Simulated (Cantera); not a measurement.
Feed: 1 mol Si₃N₄, 1.6 mol N₂O, 5.7 mol N₂, 1.9 mol H₂O, at 0.170 Pa.

Equilibrium computed with Cantera from the NASA thermochemical tables; the gas is ideal and each condensed phase is pure. Candidate condensed phases: H₂O, Si, SiO₂, Si₂N₂O, Si₃N₄; 35 gas species. The tables hold silica as quartz up to 1696 K and as liquid above; real silica turns to tridymite and cristobalite and melts near 1996 K. Equilibrium is a limit: real reactors are often held back by kinetics, nucleation or transport. All values below are at 1373 K.

Base state: N₂ 0.679, SiO 0.182, H₂ 0.138, H 0.000949, H₂O 1.37e-5 (mole fractions); condensed: SiO₂(β-quartz).

Problem. What changes in the equilibrium state with this change: pressure from 0.170 Pa to 3200 Pa?

Solution. 
| species | before | after |
|---|---|---|
| N₂ | 0.679 | 0.817 |
| H₂ | 0.138 | 0.183 |
| H₂O | 1.37e-5 | 3.12e-5 |
| SiO | 0.182 | 5.64e-6 |
| H | 0.000949 | 7.97e-6 |
| SiO₂(β-quartz), mol | 0.500 | 1.33 |
| Si₂N₂O(s), mol | 0 | 0.833 |
Mutual solubility and eutectic melting of coexisting phases are not modelled.
